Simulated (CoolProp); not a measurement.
The fluid at 298.15 K and 3.87 MPa is throttled through a valve to 1.39 MPa with no heat exchange. The same conditions are run with several fluids, on thermodynamics alone (safety and materials aside).

The numbers come from the reference Helmholtz-energy equation of state of each fluid (CH2F2 (R32): Tillner-Roth 1997; R1336mzz(E): Akasaka 2023; n-octane: Beckmüller 2019; propylene: Lemmon 2013; R113: Marx 1992) in CoolProp.

```tsv
fluid	temperature change (K)	final phase	final density (kg/m³)
CH2F2 (R32)	(withheld)	two-phase, vapour fraction 0.045	(withheld)
R1336mzz(E)	+0.5	liquid	1330
n-octane	+1.1	liquid	699
propylene	-0.0	liquid	(withheld)
R113	+1.0	liquid	1560
```

Q: Some entries are withheld; supply them.

A: 
- CH2F2 (R32), temperature change (K): -7.1
- CH2F2 (R32), final density (kg/m³): 470
- propylene, final density (kg/m³): 507
